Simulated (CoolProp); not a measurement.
Methane along the isotherm 155.8 K: density (kg/m³) from the reference equation and from simpler models built on Tc = 190.6 K, pc = 45.99 bar, ω = 0.011; each cubic takes its own stable root.

Model: reference Helmholtz-energy equation of state, Setzmann 1991, in CoolProp.

```json
[
 {"p (bar)": "6.9", "phase": "gas", "reference": "9.476", "van der Waals": "9.259", "Redlich-Kwong": "9.470", "Soave-Redlich-Kwong": "9.460"},
 {"p (bar)": "13.8", "phase": "liquid", "reference": "345.9", "van der Waals": "20.58", "Redlich-Kwong": "330.0", "Soave-Redlich-Kwong": "327.6"},
 {"p (bar)": "20.7", "phase": "liquid", "reference": "348.0", "van der Waals": "235.5", "Redlich-Kwong": "333.2", "Soave-Redlich-Kwong": "330.9"},
 {"p (bar)": "27.6", "phase": "liquid", "reference": "349.9", "van der Waals": "239.2", "Redlich-Kwong": "336.2", "Soave-Redlich-Kwong": "334.0"},
 {"p (bar)": "34.5", "phase": "liquid", "reference": "351.8", "van der Waals": "242.4", "Redlich-Kwong": "339.0", "Soave-Redlich-Kwong": "336.9"},
 {"p (bar)": "41.4", "phase": "liquid", "reference": "353.5", "van der Waals": "245.2", "Redlich-Kwong": "341.6", "Soave-Redlich-Kwong": "339.6"},
 {"p (bar)": "48.3", "phase": "liquid", "reference": "355.2", "van der Waals": "247.9", "Redlich-Kwong": "344.1", "Soave-Redlich-Kwong": "342.1"},
 {"p (bar)": "55.2", "phase": "liquid", "reference": "356.8", "van der Waals": "250.2", "Redlich-Kwong": "346.4", "Soave-Redlich-Kwong": "344.6"},
 {"p (bar)": "62.1", "phase": "liquid", "reference": "358.4", "van der Waals": "252.4", "Redlich-Kwong": "348.7", "Soave-Redlich-Kwong": "346.9"},
 {"p (bar)": "69", "phase": "liquid", "reference": "359.9", "van der Waals": "254.5", "Redlich-Kwong": "350.8", "Soave-Redlich-Kwong": "349.1"}
]
```

At some of these states van der Waals gives the other phase, because its saturation line lies elsewhere.
